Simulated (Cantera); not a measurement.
**Premixed flame**

A freely propagating, adiabatic, planar premixed flame of H2 : O2 : N2 = 1 : 0.538 : 2.02 (molar parts), equivalence ratio 0.93, unburnt at 325 K and 1.01 bar; mixture-averaged transport, grid criteria slope 0.08 and curve 0.16, no radiation.

Computed with Cantera and the H2/O2 subset of GRI-Mech 3.0, which has no nitrogen chemistry. Burning velocities carry a grid error of a few per cent, more on coarse grids.

```tsv
z (mm)	T (K)	u (m/s)	x H2	x O2	x HO2	x H2O2	x H2O	x OH
-1.04	325	2.42	0.281	0.151	<1e-8	<1e-8	<1e-8	<1e-8
-0.693	325	2.42	0.281	0.151	<1e-8	<1e-8	<1e-8	<1e-8
-0.520	325	2.42	0.281	0.151	<1e-8	<1e-8	3.72e-8	<1e-8
-0.346	325	2.42	0.280	0.151	1.04e-7	1.40e-8	1.07e-6	<1e-8
-0.173	342	2.51	0.271	0.153	5.03e-5	7.50e-6	0.000400	4.54e-6
-0.0866	603	4.27	0.229	0.150	0.000404	0.000109	0.0201	0.000952
0	1081	7.40	0.149	0.120	0.000135	2.02e-5	0.0945	0.00206
0.0866	1416	9.59	0.0733	0.0695	6.18e-5	4.71e-6	0.186	0.00649
0.173	1597	10.8	0.0426	0.0431	3.37e-5	2.69e-6	0.230	0.0105
0.346	1771	11.8	0.0333	0.0325	2.05e-5	1.32e-6	0.250	0.0136
0.693	1937	12.8	0.0293	0.0279	1.33e-5	6.69e-7	0.264	0.0148
1.39	2079	13.6	0.0237	0.0239	8.33e-6	4.03e-7	0.277	0.0144
2.77	2192	14.2	0.0173	0.0206	5.10e-6	2.80e-7	0.291	0.0127
```
x: mole fraction of selected species; z is measured from the peak of heat release.

| Item | Result |
|---|---|
| laminar burning velocity | 242 cm/s |
| thermal thickness | 0.346 mm |
| peak x(HO2) | 0.000490 |
| peak x(H2O2) | 0.000109 |
| peak x(OH) | 0.0148 |
| grid points | 110 |
